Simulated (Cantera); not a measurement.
A Cantera script and what it prints.

```python
import numpy as np
import cantera as ct

gas_names = [...]  # 118 gases of nasa_gas.yaml made of C, Cl, F, H
cond_names = """
    C(gr) C6H6(L) C7H8(L) C8H18(L),n-octa
""".split()


# ... load() reads the species with a 1 bar reference pressure and builds the phases ...
atoms = {
    'CHF3': {'C': 1, 'H': 1, 'F': 3},
    'HCl': {'H': 1, 'CL': 1},
    'H2': {'H': 2},
}
top_T = {'C(gr)': 4500}  # K; cautious upper limits of use, not melting points


# ... equilibrate(T, P, feed) seeds the gas with the atoms and calls Mixture.equilibrate('TP', solver="vcs", rtol=1e-11, max_steps=5000) ...
results = []
feed = {'CHF3': 1, 'HCl': 1.3, 'H2': 0.097}  # mol
P = 13000  # Pa
for T in [1975, 2075, 2175, 2275, 2375, 2475, 2575]:
    mix = equilibrate(T, P, feed)
    results.append((T, P, feed, dict(zip(mix.species_names, mix.species_moles))))

top = {s: max(r[3][s] / sum(r[3][g] for g in gas_names) for r in results) for s in gas_names}
cols = sorted((s for s in top if top[s] > 0.0001), key=lambda s: -top[s])[:6]
seen = [c for c in cond_names if any(r[3].get(c, 0) > 1e-12 for r in results)]
print("log10 of partial pressures in bar; condensed amounts in mol")
print(f"{'T/K':>10s}" + "".join(f"{s[:9]:>10s}" for s in cols + seen))
for T, P, feed, n in results:
    ng = sum(n[g] for g in gas_names)
    print(f"{T:10.4g}" + "".join(f"{np.log10(max(n[s] / ng * P / 1e5, 1e-99)):10.3f}" for s in cols)
          + "".join(f"{n.get(c, 0):10.4g}" for c in seen))
```

Output:

```
log10 of partial pressures in bar; condensed amounts in mol
       T/K        HF        CL         F       HCL       CF4       CF2     C(gr)
      1975    -1.091    -1.467    -3.621    -2.241    -2.275    -3.181    0.8234
      2075    -1.092    -1.429    -3.239    -2.409    -2.363    -2.875    0.8283
      2175    -1.095    -1.410    -2.903    -2.567    -2.489    -2.620    0.8253
      2275    -1.099    -1.403    -2.618    -2.701    -2.691    -2.432    0.8183
      2375    -1.105    -1.402    -2.392    -2.798    -3.013    -2.330    0.8168
      2475    -1.110    -1.404    -2.225    -2.848    -3.471    -2.317    0.8283
      2575    -1.115    -1.407    -2.104    -2.863    -4.026    -2.373    0.8493
```

Method: chemical equilibrium by Gibbs-energy minimisation in Cantera with the NASA 1993 tables (ideal gas, pure condensed phases). Gases not in the tables: C2F6 and larger saturated fluorocarbons.
